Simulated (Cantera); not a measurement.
Input (Python, Cantera):

```python
import numpy as np
import cantera as ct

gas = ct.Solution("gri30.yaml")


def delay(T, t_max=10):
    gas.TPX = T, 3300000, {'CH4': 1, 'C2H6': 0.032, 'O2': 2.85, 'N2': 9.42, 'H2O': 0.92}
    reactor = ct.IdealGasReactor(gas, clone=False)
    net = ct.ReactorNet([reactor])
    net.rtol, net.atol = 1e-8, 1e-16
    while net.time < t_max:
        t_old, T_old = net.time, reactor.T
        net.step()
        if reactor.T > T + 400:  # ignition: a rise of 400 K
            return t_old + (T + 400 - T_old) / (reactor.T - T_old) * (net.time - t_old)
    return np.nan


taus = []
for T in [1025, 1125, 1225, 1325, 1425, 1525, 1625, 1725, 1825, 1925]:
    taus.append(delay(T))
    print(f"T0 = {T:6g} K   tau = {taus[-1]:.4e} s")
```

Result:

```
T0 =   1025 K   tau = 7.5846e-03 s
T0 =   1125 K   tau = 1.6424e-03 s
T0 =   1225 K   tau = 4.7335e-04 s
T0 =   1325 K   tau = 1.6356e-04 s
T0 =   1425 K   tau = 6.3574e-05 s
T0 =   1525 K   tau = 2.6803e-05 s
T0 =   1625 K   tau = 1.2059e-05 s
T0 =   1725 K   tau = 5.7831e-06 s
T0 =   1825 K   tau = 2.9729e-06 s
T0 =   1925 K   tau = 1.6445e-06 s
```

Computed with Cantera and GRI-Mech 3.0 (53 species, 325 reactions). The pressure lies above the range GRI-Mech 3.0 was tuned for (to about 10 atm).
